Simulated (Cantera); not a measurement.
Charge: 1 mol PbO, 2 mol C, 0.97 mol CO, held at 1048.15 K.

Method: chemical equilibrium by Gibbs-energy minimisation in Cantera with the NASA 1993 tables (ideal gas, pure condensed phases). Candidate condensed phases: C, Pb, PbO, PbO₂, Pb₃O₄; 15 gas species. Rates play no part.

Task: Which condensed phases are stable at each of these points (P (Pa)): 10, 100, 1000, 10000, 100000, 1000000?

Result: 
| P (Pa) | condensed phases | Pb condensed (%) |
|---|---|---|
| 10 | C(graphite) | 0.0 |
| 100 | C(graphite) + Pb(l) | 90.8 |
| 1000 | C(graphite) + Pb(l) | 99.1 |
| 10000 | C(graphite) + Pb(l) | 99.9 |
| 100000 | C(graphite) + Pb(l) | 100.0 |
| 1000000 | C(graphite) + Pb(l) | 100.0 |

At 0.000100 bar the condensed part is C(graphite). From 0.00100 bar to 10.0 bar the condensed part is C(graphite) + Pb(l).
